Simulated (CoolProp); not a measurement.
Vapour-liquid equilibrium of R125 (1) + isobutane (2) at 7.75 °C; x and y are mole fractions of (1).

Model: multi-fluid Helmholtz-energy mixture model, Lemmon 2005 and Bücker 2006; pair parameters Bell 2016, in CoolProp.

Task: Give the bubble pressure and the first vapour's composition at x = 0.35, 0.45, 0.75. Is there an azeotrope?

Result: x = 0.35: 0.6726 MPa, y = 0.740; x = 0.45: 0.7258 MPa, y = 0.772; x = 0.75: 0.8199 MPa, y = 0.848. No azeotrope shows between x = 0.05 and 0.95.

The pair parameters rest on a limited set of measurements; away from them the model extrapolates. With so large a gap from Raoult's law the liquid may split in two, which this calculation doesn't test in full.
